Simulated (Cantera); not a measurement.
## Ammonia decomposition in nitride growth gas

An isothermal, constant-pressure homogeneous reactor starts with NH3 : H2 = 1 : 1.1 (molar parts), at 1925 K and 0.987 atm.

Detailed kinetics in Cantera: the gas-phase N/H chemistry of the illustrative SiF4/NH3 mechanism in the Surface Chemkin manual (1991). Walls and surfaces, which speed up NH3 decomposition in real reactors, are not modelled.

```
t (s)        x NH3   x H2    x N2H2      x N2     x NH2       x H       x N
--------  --------  -----  --------  --------  --------  --------  --------
2.00e-6      0.476  0.524  5.29e-11    <1e-12   6.18e-6   2.51e-6    <1e-12
8.69e-6      0.476  0.524   2.01e-9  2.24e-10   2.70e-5   1.06e-5  4.43e-11
3.77e-5      0.476  0.524   5.40e-8   2.49e-7  0.000116   4.54e-5   4.07e-9
0.000164     0.475  0.524   1.02e-6   6.11e-5  0.000405  0.000158   1.63e-7
0.000711     0.472  0.526   1.76e-6   0.00107  0.000503  0.000198   3.11e-7
0.00309      0.459  0.535   1.68e-6   0.00565  0.000494  0.000204   3.13e-7
0.0134       0.406  0.570   1.42e-6    0.0235  0.000454  0.000226   3.17e-7
0.0583       0.254  0.670   7.45e-7    0.0752  0.000329  0.000308   3.24e-7
0.253       0.0592  0.799   1.06e-7     0.141  0.000115  0.000550   2.71e-7
1.10       0.00488  0.835   1.95e-9     0.160   1.40e-5  0.000845   7.26e-8
4.77      0.000730  0.837  4.81e-11     0.161   2.17e-6  0.000879   1.21e-8
20.7      0.000153  0.838  2.36e-12     0.161   4.55e-7  0.000881   2.56e-9
90.0       3.50e-5  0.838    <1e-12     0.161   1.04e-7  0.000881  5.84e-10
```
x: mole fraction; the columns are a selection and need not sum to one.

Equilibrium at this temperature and pressure: NH3 7.01e-6, H2 0.838, N2H2 <1e-12, N2 0.161, NH2 2.09e-8, H 0.000881, N 1.17e-10 (gas phase only).
